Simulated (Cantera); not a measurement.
Input: 1 mol SO2, 4.4 mol N2, 4.2 mol H2O, held at 1327 °C and 27.0 Pa.

These are equilibrium values from Cantera (NASA tables, ideal gas, pure condensed phases), not measurements of a reactor. Candidate condensed phases: H2O, H2SO4, S; 35 gas species. Rates play no part.

Base state: N2 0.457, H2O 0.432, SO2 0.104, H2 0.00403, O2 0.00187, OH 0.000882, SO 0.000232, H 0.000210 (mole fractions); condensed: gas only.

**Question.** What changes in the equilibrium state with this change: temperature from 1327 °C to 2375 °C?

**Answer.** 
```
species    before    after
-------  --------  -------
H        0.000210    0.396
O         3.82e-5    0.244
N2          0.457    0.239
H2O         0.432  0.00380
S         2.53e-7   0.0286
SO       0.000232   0.0220
SO2         0.104  0.00401
OH       0.000882   0.0188
O2        0.00187   0.0193
H2        0.00403   0.0195
N           <1e-9  3.18e-5
S2        1.18e-9  3.55e-5
```
